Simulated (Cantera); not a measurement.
# Carbon deposition, reforming and gasification: acetone + H2 + NH3

Feed: 1 mol acetone, a varied amount of H2, 0.26 mol NH3, equilibrated at 0.000400 bar.

Cantera equilibrium calculation (NASA polynomials, part measured and part estimated; ideal gas, pure solids and liquids). Candidate condensed phases: C, C6H6, C7H8, C8H18, H2O; 136 gas species. The feed counts by its element totals alone. Rates play no part.

Stable condensed phases:

```
T in °C \ n(H2) in mol
         12 14 16 19 22 26 30 35 41 48 57 66 77
   2677   A  A  A  A  A  A  A  A  A  A  A  A  A
   2602   A  A  A  A  A  A  A  A  A  A  A  A  A
   2527   A  A  A  A  A  A  A  A  A  A  A  A  A
   2452   A  A  A  A  A  A  A  A  A  A  A  A  A
   2377   B  B  B  A  A  A  A  A  A  A  A  A  A
   2302   B  B  B  B  B  B  B  B  B  B  A  A  A
   2227   B  B  B  B  B  B  B  B  B  B  B  B  B
   2152   B  B  B  B  B  B  B  B  B  B  B  B  B
   2077   B  B  B  B  B  B  B  B  B  B  B  B  B
   2002   B  B  B  B  B  B  B  B  B  B  B  B  B
   1927   B  B  B  B  B  B  B  B  B  B  B  B  B
   1852   B  B  B  B  B  B  B  B  B  B  B  B  B
   1777   B  B  B  B  B  B  B  B  B  B  B  B  B
```

A: gas only; B: C.
